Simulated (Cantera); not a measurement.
## Moist CO burnout

An isothermal, constant-pressure homogeneous reactor starts with 0.171 % CO, 0.836 % O₂, 3.99 % H₂O, 95.0 % N₂, equivalence ratio 0.10, at 1475 K and 220000 Pa.

Cantera simulation using GRI-Mech 3.0 (53 species, 325 reactions); the numbers are that mechanism's predictions, not measurements.

```
t (s)         x CO     x O₂   x H₂O       x O     x N₂O      x OH
--------  --------  -------  ------  --------  --------  --------
1.00e-6    0.00171  0.00836  0.0399  5.14e-11    <1e-12  9.24e-11
4.56e-6    0.00171  0.00836  0.0399  2.12e-10    <1e-12  4.68e-10
2.08e-5    0.00171  0.00836  0.0399  7.02e-10    <1e-12   2.93e-9
9.46e-5    0.00171  0.00836  0.0399   2.64e-9  1.35e-12   2.60e-8
0.000431   0.00171  0.00836  0.0399   7.67e-8  5.98e-11   1.00e-6
0.00196   0.000380  0.00769  0.0396   5.19e-5   2.74e-7  0.000238
0.00894    5.87e-6  0.00750  0.0399   2.18e-6   4.51e-7   5.08e-5
0.0408     1.21e-7  0.00751  0.0399   2.88e-7   1.44e-7   1.86e-5
0.186      4.50e-8  0.00751  0.0399   1.69e-7   2.30e-8   1.42e-5
0.846      4.48e-8  0.00751  0.0399   1.69e-7   2.27e-8   1.42e-5
3.85       4.48e-8  0.00751  0.0399   1.69e-7   2.27e-8   1.42e-5
17.6       4.48e-8  0.00751  0.0399   1.69e-7   2.27e-8   1.42e-5
80.0       4.48e-8  0.00751  0.0399   1.69e-7   2.27e-8   1.42e-5
```
x: mole fraction; the columns are a selection and need not sum to one.

Equilibrium at this temperature and pressure: CO 4.51e-8, O₂ 0.00740, H₂O 0.0399, O 1.67e-7, N₂O 2.25e-8, OH 1.41e-5 (gas phase only).
